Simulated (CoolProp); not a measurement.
100 sccm (0 °C, 1 atm) of nitrogen bubbles through liquid water at 325.9 K and leaves saturated at a total pressure of 0.15 MPa (ideal gas phase). Each further row changes one setting.

Values from CoolProp's reference Helmholtz-energy equation of state, Wagner 2002.

```json
[
 {"case": "as stated", "vapour pressure (kPa)": "14.1", "mole fraction of vapour": "0.0943", "delivery (mg/min)": "8.36", "delivery (sccm)": "10.4", "change of delivery for a bath 1 K warmer (%)": "5.5"},
 {"case": "bath temperature 330.9 K", "vapour pressure (kPa)": "18.0", "mole fraction of vapour": "0.120", "delivery (mg/min)": "10.9", "delivery (sccm)": "13.6", "change of delivery for a bath 1 K warmer (%)": "5.5"},
 {"case": "total pressure 0.3 MPa", "vapour pressure (kPa)": "14.1", "mole fraction of vapour": "0.0471", "delivery (mg/min)": "3.98", "delivery (sccm)": "4.95", "change of delivery for a bath 1 K warmer (%)": "5.2"}
]
```
